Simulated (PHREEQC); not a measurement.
H2SO4 is added in steps, without added water, to 1 kg of water holding 7.1 mmol/kgw HF and 1.1 mmol/kgw NaF, at 40 °C. O2 is buffered at 0.21 atm. No CO2 enters from the air. The run lets Mirabilite precipitate or redissolve, and no other solid.

Base run: PHREEQC, ion-association model, wateq4f.dat. Each further column changes one thing. The table gives F- (mol/kgw).

| H2SO4 added (mol) | base | HF from 0.0071 to 0.071 mol/kgw | HF from 0.0071 to 0.0106 mol/kgw | diluted 2-fold with water | no solid may form |
|---|---|---|---|---|---|
| 0 | 0.00237 | 0.00564 | 0.00276 | 0.00148 | 0.00237 |
| 0.002875 | 0.000913 | 0.00414 | 0.00122 | 0.000455 | 0.000913 |
| 0.00575 | 0.000554 | 0.00321 | 0.000766 | 0.000273 | 0.000554 |
| 0.008625 | 0.000405 | 0.00261 | 0.000567 | 0.000201 | 0.000405 |
| 0.0115 | 0.000324 | 0.00220 | 0.000455 | 0.000161 | 0.000324 |
| 0.01438 | 0.000273 | 0.00191 | ? | ? | 0.000273 |
| 0.01725 | 0.000236 | 0.00169 | 0.000333 | ? | 0.000236 |
| 0.02013 | 0.000210 | 0.00152 | 0.000295 | 0.000105 | 0.000210 |
| 0.023 | 0.000189 | 0.00138 | 0.000266 | 9.44e-5 | 0.000189 |

Question: Complete the blanks.

Answer: 
- 0.01438, HF from 0.0071 to 0.0106 mol/kgw: 0.000383
- 0.01438, diluted 2-fold with water: 0.000135
- 0.01725, diluted 2-fold with water: 0.000118

At this temperature some constants are extrapolated from 25 °C, and those without enthalpy data are left unchanged. wateq4f.dat counts part of the HF as a dimer, H2F2, which phreeqc.dat doesn't know; its constant is uncertain.
